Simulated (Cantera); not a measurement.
A closed system holds: 1 mol Si, 2.9 mol Cl2, 1.6 mol H2, equilibrated at 873 K and 15.0 bar.

Equilibrium computed with Cantera from the NASA thermochemical tables; the gas is ideal and each condensed phase is pure. Candidate condensed phases: Si; 19 gas species. Rates play no part.

Base state: HCl 0.515, SiCl4 0.285, H2 0.200, SiHCl3 0.000237 (mole fractions); condensed: gas only.

Q: What changes in the equilibrium state with this change: Cl2 from 2.9 to 2.4 mol?

A: 
```tsv
species	before	after
H2	0.200	0.399
SiCl4	0.285	0.332
HCl	0.515	0.268
SiHCl3	0.000237	0.00106
```
